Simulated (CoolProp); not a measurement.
Properties of 1,2-dichloroethane along the isobar 77.7 bar.

Values from CoolProp's reference Helmholtz-energy equation of state, Thol 2015.

```json
[
 {"T (°C)": "166.55", "phase": "liquid", "cp (kJ/(kg K))": "1.466", "expansivity (1/kK)": "1.781"},
 {"T (°C)": "170.65", "phase": "liquid", "cp (kJ/(kg K))": "1.473", "expansivity (1/kK)": "(withheld)"},
 {"T (°C)": "174.65", "phase": "liquid", "cp (kJ/(kg K))": "1.480", "expansivity (1/kK)": "(withheld)"},
 {"T (°C)": "178.65", "phase": "liquid", "cp (kJ/(kg K))": "(withheld)", "expansivity (1/kK)": "1.889"},
 {"T (°C)": "182.65", "phase": "liquid", "cp (kJ/(kg K))": "1.494", "expansivity (1/kK)": "1.928"},
 {"T (°C)": "186.65", "phase": "liquid", "cp (kJ/(kg K))": "1.502", "expansivity (1/kK)": "1.969"},
 {"T (°C)": "190.65", "phase": "liquid", "cp (kJ/(kg K))": "1.510", "expansivity (1/kK)": "2.012"},
 {"T (°C)": "194.75", "phase": "liquid", "cp (kJ/(kg K))": "1.518", "expansivity (1/kK)": "(withheld)"},
 {"T (°C)": "198.75", "phase": "liquid", "cp (kJ/(kg K))": "(withheld)", "expansivity (1/kK)": "(withheld)"},
 {"T (°C)": "202.75", "phase": "liquid", "cp (kJ/(kg K))": "(withheld)", "expansivity (1/kK)": "2.158"},
 {"T (°C)": "206.75", "phase": "liquid", "cp (kJ/(kg K))": "(withheld)", "expansivity (1/kK)": "2.212"},
 {"T (°C)": "210.75", "phase": "liquid", "cp (kJ/(kg K))": "1.555", "expansivity (1/kK)": "2.270"},
 {"T (°C)": "214.75", "phase": "liquid", "cp (kJ/(kg K))": "1.566", "expansivity (1/kK)": "2.332"},
 {"T (°C)": "218.85", "phase": "liquid", "cp (kJ/(kg K))": "1.577", "expansivity (1/kK)": "2.401"},
 {"T (°C)": "222.85", "phase": "liquid", "cp (kJ/(kg K))": "1.589", "expansivity (1/kK)": "2.473"},
 {"T (°C)": "226.85", "phase": "liquid", "cp (kJ/(kg K))": "1.601", "expansivity (1/kK)": "2.551"}
]
```

Question: Fill in the missing entries.

Answer: 
- 170.65, expansivity (1/kK): 1.816
- 174.65, expansivity (1/kK): 1.852
- 178.65, cp (kJ/(kg K)): 1.487
- 194.75, expansivity (1/kK): 2.059
- 198.75, cp (kJ/(kg K)): 1.527
- 198.75, expansivity (1/kK): 2.107
- 202.75, cp (kJ/(kg K)): 1.536
- 206.75, cp (kJ/(kg K)): 1.545
